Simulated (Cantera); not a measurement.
A closed system holds: 1 mol borazine, 25 mol H₂, equilibrated at 1252 °C and 0.100 bar.

Cantera equilibrium calculation (NASA polynomials, part measured and part estimated; ideal gas, pure solids and liquids). Candidate condensed phases: B, BN; 15 gas species. The feed counts by its element totals alone. The numbers say what is thermodynamically allowed, not how fast it happens.

Base state: H₂ 1.000, H 7.48e-5 (mole fractions); condensed: BN(s).

**Question.** What changes in the equilibrium state with this change: borazine replaced by B₂O₃?

**Answer.** 
```tsv
species	before	after
H₂	1.000	0.994
HBO	0	0.00281
HBO₂	0	0.00205
H₂O	0	0.000461
B₂O₃	0	0.000359
B₂O₂	0	5.53e-5
B₃O₃H₃	0	1.49e-5
H	7.48e-5	7.46e-5
BN(s), mol	3.00	0
B₂O₃(l), mol	0	0.928
```
Further candidate phases: B₂O₃, B₃O₃H₃, H₂O.
